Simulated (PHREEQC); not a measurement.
A column of 0.5 m (40 cells, dispersivity 0.025 m, 60 s a shift, diffusion coefficient 3e-10 m²/s) holds 0.015 eq of the database's cation exchanger X per kg of pore water, first in equilibrium with 1 mmol/kgw KBr, 0.53 mmol/kgw SrCl2 and 0.01 mmol/kgw HCl. It is flushed with 0.0026 mol SrCl2, 0.02 mol LiCl and 1e-05 mol HCl per kg of water, at 40 °C. Values are for the last cell. The system is closed to CO2. Nothing may precipitate in this run.

Base run: PHREEQC, ion-association model, phreeqc.dat. Each further column changes one thing. The table gives K in solution (mol/kgw).

| pore volumes | base | exchange capacity from 0.015 to 0.0075 eq/kgw | dispersivity from 0.025 to 0.05 m |
|---|---|---|---|
| 0 | 0.00100 | 0.00100 | 0.00100 |
| 0.5125 | 0.00109 | 0.00106 | ___ |
| 0.8875 | 0.00149 | 0.00115 | 0.00130 |
| 1.387 | 0.000818 | 0.000425 | 0.000735 |
| 1.762 | 0.000353 | 0.000134 | 0.000398 |
| 2.263 | 9.14e-5 | 2.31e-5 | ___ |
| 2.638 | 3.01e-5 | ___ | 7.89e-5 |
| 3.138 | 6.34e-6 | 8.18e-7 | 2.99e-5 |
| 3.513 | 1.91e-6 | 1.86e-7 | 1.43e-5 |
| 4.013 | 3.73e-7 | 2.53e-8 | 5.32e-6 |

**Question.** Some entries are withheld; supply them.

**Answer.** 
- 0.5125, dispersivity from 0.025 to 0.05 m: 0.00122
- 2.263, dispersivity from 0.025 to 0.05 m: 0.000161
- 2.638, exchange capacity from 0.015 to 0.0075 eq/kgw: 5.67e-6

Constants without temperature data keep their 25 °C values here.
